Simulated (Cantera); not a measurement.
An adiabatic, constant-pressure homogeneous reactor starts with CH4 : C2H6 : O2 : N2 = 1 : 0.035 : 1.63 : 6.14 (molar parts), equivalence ratio 1.3, at 1650 K and 200000 Pa. Integrator tolerance rtol = 1e-08.

Cantera simulation using GRI-Mech 3.0 (53 species, 325 reactions); the numbers are that mechanism's predictions, not measurements.

### Question
What does this change do: initial temperature 1650 to 1500 K?

### Answer
| quantity | before | after |
|---|---|---|
| time of steepest temperature rise | 96.2 µs | 0.380 ms |
| temperature at 5.00 s | 2861 K | 2798 K |
| equilibrium temperature | 2861 K | 2798 K |
| x(CH4) at 5.00 s | <1e-12 (gas-phase equilibrium <1e-12) | <1e-12 (gas-phase equilibrium <1e-12) |
| x(C2H6) at 5.00 s | <1e-12 (gas-phase equilibrium <1e-12) | <1e-12 (gas-phase equilibrium <1e-12) |
| x(O2) at 5.00 s | 0.00457 (gas-phase equilibrium 0.00457) | 0.00334 (gas-phase equilibrium 0.00334) |
| x(NO2) at 5.00 s | 7.12e-7 (gas-phase equilibrium 7.12e-7) | 5.04e-7 (gas-phase equilibrium 5.04e-7) |
| x(O) at 5.00 s | 0.00330 (gas-phase equilibrium 0.00330) | 0.00222 (gas-phase equilibrium 0.00222) |
| x(CH2) at 5.00 s | <1e-12 (gas-phase equilibrium <1e-12) | <1e-12 (gas-phase equilibrium <1e-12) |
| x(H) at 5.00 s | 0.0154 (gas-phase equilibrium 0.0154) | 0.0121 (gas-phase equilibrium 0.0121) |

### Question
What does this change do: pressure from 200000 Pa to 101000 Pa?

### Answer
```csv
quantity,before,after
time of steepest temperature rise,96.2 µs,0.152 ms
temperature at 5.00 s,2861 K,2809 K
equilibrium temperature,2861 K,2809 K
x(CH4) at 5.00 s,<1e-12 (gas-phase equilibrium <1e-12),<1e-12 (gas-phase equilibrium <1e-12)
x(C2H6) at 5.00 s,<1e-12 (gas-phase equilibrium <1e-12),<1e-12 (gas-phase equilibrium <1e-12)
x(O2) at 5.00 s,0.00457 (gas-phase equilibrium 0.00457),0.00552 (gas-phase equilibrium 0.00552)
x(NO2) at 5.00 s,7.12e-7 (gas-phase equilibrium 7.12e-7),5.94e-7 (gas-phase equilibrium 5.94e-7)
x(O) at 5.00 s,0.00330 (gas-phase equilibrium 0.00330),0.00418 (gas-phase equilibrium 0.00418)
x(CH2) at 5.00 s,<1e-12 (gas-phase equilibrium <1e-12),<1e-12 (gas-phase equilibrium <1e-12)
x(H) at 5.00 s,0.0154 (gas-phase equilibrium 0.0154),0.0183 (gas-phase equilibrium 0.0183)
```
